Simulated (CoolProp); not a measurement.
Model: reference Helmholtz-energy equation of state, Lemmon 2006, in CoolProp. It is a short technical equation, of lower accuracy than the large ones.

For carbonyl sulfide, give the phase and the cv (kJ/(kg K)) at 268.5 K and 3.37 bar; 401.2 K and 3.37 bar; 507.4 K and 3.37 bar.


- 268.5 K and 3.37 bar: gas; cv 0.548
- 401.2 K and 3.37 bar: gas; cv 0.629
- 507.4 K and 3.37 bar: gas; cv 0.680
